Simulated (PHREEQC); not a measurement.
A solution holds 0.072 mol NaOH per kg of water, at 55 °C. It is in equilibrium with CO2 at log p = 0 (atm). Otherwise closed; pH follows from the charge balance.

Computed with PHREEQC (ion-association model, phreeqc.dat).

The pH is 6.79, the ionic strength comes out as 0.0704 mol/kgw and the specific conductance is 9920 µS/cm. The density is 0.990 g/cm³ and the total alkalinity is 72.0 meq/kg.

| species | molality | activity | log γ |
|---|---|---|---|
| Na+ | 0.0704 | 0.0560 | -0.100 |
| HCO3- | 0.0701 | 0.0561 | -0.097 |
| CO2 | 0.0175 | 0.0178 | 0.007 |
| NaHCO3 | 0.00149 | 0.00151 | 0.007 |
| NaCO3- | 0.000125 | 9.86e-5 | -0.102 |
| CO3-2 | 5.85e-5 | 2.39e-5 | -0.388 |
| (CO2)2 | 1.31e-5 | 1.33e-5 | 0.007 |
| OH- | 5.75e-7 | 4.47e-7 | -0.109 |
| H+ | 1.96e-7 | 1.63e-7 | -0.080 |

This is a speciation only: nothing precipitates in the calculation. Complexes and solids missing from the database can't appear. Away from 25 °C the constants follow the database's enthalpies or fits; those with neither stay at their 25 °C values.
